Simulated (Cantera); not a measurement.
Cantera with NASA thermochemical tables; ideal gases at 1 bar, condensed phases pure. Values are per mole of reaction as written; species without (g) are pure solids or liquids, kept so even where they would boil at 1 bar.

Between 1250 and 1650 K, where is each reaction favourable under standard conditions?
- N2(g) + 2 TaO2(g) → 2 Ta + 2 NO2(g)


- N2(g) + 2 TaO2(g) → 2 Ta + 2 NO2(g): ΔG° is 697 kJ at 1250 K and 764 kJ at 1650 K; it stays positive (K < 1). ΔH° is 492 kJ and ΔS° -165 J/K at 1650 K.
